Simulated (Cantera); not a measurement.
Cantera run:

```python
import numpy as np
import cantera as ct

gas_names = """
    C CO CO2 C2 C2O C3 C3O2 C4 C5 Fe FeC5O5 FeO O O2 O3
""".split()
cond_names = """
    C(gr) Fe(a) Fe(c) Fe(d) Fe(L) FeC5O5(L) FeO(s) FeO(L) Fe2O3(s) Fe3O4(s)
""".split()


def load(file, names, dense=False):
    # The tables refer to 1 bar. Condensed volumes are neglected.
    table = {s.name: s for s in ct.Species.list_from_file(file)}
    out = []
    for n in names:
        d = dict(table[n].input_data)
        d["thermo"] = dict(d["thermo"], **{"reference-pressure": 1e5})
        if dense:
            d["equation-of-state"] = {"model": "constant-volume", "density": "1e6 g/cm^3"}
        out.append(ct.Species.from_dict(d))
    return out


gas = ct.Solution(thermo="ideal-gas", species=load("nasa_gas.yaml", gas_names))
cond = {s.name: ct.Solution(thermo="fixed-stoichiometry", species=[s], name=s.name)
        for s in load("nasa_condensed.yaml", cond_names, dense=True)}
atoms = {
    'Fe': {'Fe': 1},
    'CO2': {'C': 1, 'O': 2},
    'CO': {'C': 1, 'O': 1},
}
top_T = {'C(gr)': 4500, 'Fe2O3(s)': 1830, 'Fe3O4(s)': 1870}  # K; cautious upper limits of use, not melting points


def equilibrate(T, P, feed):
    n = {}
    for name, mol in feed.items():
        for a, k in atoms[name].items():
            n[a] = n.get(a, 0.0) + k * mol
    gas.TPX = T, P, n
    mass = sum(n.values()) * gas.mean_molecular_weight
    gas.equilibrate("TP")
    valid = [c for c in cond.values() if c.min_temp <= T <= top_T.get(c.name, c.max_temp)]
    mix = ct.Mixture([(gas, mass / gas.mean_molecular_weight)] + [(c, 0.0) for c in valid])
    mix.T, mix.P = T, P
    mix.equilibrate("TP", solver="vcs", rtol=1e-11, max_steps=5000)
    return mix


results = []
feed = {'Fe': 1, 'CO2': 1.2, 'CO': 6.2}  # mol
P = 100000  # Pa
for T in [1150, 1250, 1350, 1450, 1550, 1650, 1750, 1850, 1950]:
    mix = equilibrate(T, P, feed)
    results.append((T, P, feed, dict(zip(mix.species_names, mix.species_moles))))

top = {s: max(r[3][s] / sum(r[3][g] for g in gas_names) for r in results) for s in gas_names}
cols = sorted((s for s in top if top[s] > 1e-05), key=lambda s: -top[s])[:6]
seen = [c for c in cond_names if any(r[3].get(c, 0) > 1e-12 for r in results)]
print("log10 of partial pressures in bar; condensed amounts in mol")
print(f"{'T/K':>10s}" + "".join(f"{s[:9]:>10s}" for s in cols + seen))
for T, P, feed, n in results:
    ng = sum(n[g] for g in gas_names)
    print(f"{T:10.4g}" + "".join(f"{np.log10(max(n[s] / ng * P / 1e5, 1e-99)):10.3f}" for s in cols)
          + "".join(f"{n.get(c, 0):10.4g}" for c in seen))
```

Output:

```
log10 of partial pressures in bar; condensed amounts in mol
       T/K        CO       CO2        Fe     Fe(a)     Fe(c)     Fe(d)     Fe(L)    FeO(s)    FeO(L)
      1150    -0.077    -0.790   -11.066         1         0         0         0         0         0
      1250    -0.077    -0.790    -9.606         0    0.9997         0         0 0.0003087         0
      1350    -0.072    -0.819    -8.367         0    0.9239         0         0    0.0761         0
      1450    -0.067    -0.844    -7.302         0    0.8592         0         0    0.1408         0
      1550    -0.063    -0.868    -6.378         0    0.8035         0         0    0.1965         0
      1650    -0.060    -0.889    -5.568         0    0.7551         0         0         0    0.2449
      1750    -0.052    -0.946    -4.856         0         0    0.6376         0         0    0.3623
      1850    -0.047    -0.990    -4.233         0         0         0    0.5568         0    0.4427
      1950    -0.044    -1.019    -3.689         0         0         0    0.5073         0    0.4912
```

Cantera equilibrium calculation (NASA polynomials, part measured and part estimated; ideal gas, pure solids and liquids). Each liquid is taken as pure. Mutual solubility and eutectic melting of coexisting phases are not modelled. The tables' stoichiometric FeO is somewhat more stable than real wüstite, so its field is too wide. FeO: taken at fixed stoichiometry.
